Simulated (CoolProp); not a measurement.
Vapour-liquid equilibrium of C3F8 (R218) (1) + c-C4F8 (RC318) (2) at 1.07 bar; x and y are mole fractions of (1).

Computed with CoolProp (multi-fluid Helmholtz-energy mixture model, Lemmon 2006 and Platzer 1990; pair parameters Bell 2016). This equation is an older, rougher fit; its heat capacities, sound speeds and derivatives of the liquid may be far off and weren't checked against measurements.

Task: Give the bubble temperature and the first vapour's composition at x = 0.275, 0.575, 0.65. Is there an azeotrope?

Result: x = 0.275: 261.5 K, y = 0.486; x = 0.575: 249.8 K, y = 0.850; x = 0.65: 247.1 K, y = 0.898. No azeotrope shows between x = 0.05 and 0.95.

The pair parameters rest on a limited set of measurements; away from them the model extrapolates.
